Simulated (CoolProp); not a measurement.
R404A at 416.89 K and 5.25 MPa flows at 4.5 m/s in a round tube of 1 mm bore and 45 µm roughness, fully developed (64/Re and Nu = 3.66 if laminar; Colebrook and Gnielinski if turbulent). Each further row changes one setting.

Values from CoolProp's reference Helmholtz-energy equation of state, Lemmon 2003. It is a pseudo-pure fit of the blend.

```tsv
case	Reynolds number	Darcy friction factor	pressure drop (Pa/m)	heat-transfer coefficient (W/(m² K))	mass flow (kg/h)
as stated	41200	0.0688	142000	10300	2.60
velocity 9 m/s	82400	0.0685	567000	20900	5.21
diameter 2 mm	82400	0.0513	53200	7870	10.4
```

Viscosity comes from a separate model (Geller 2000). Thermal conductivity comes from a separate model (Geller 2001).
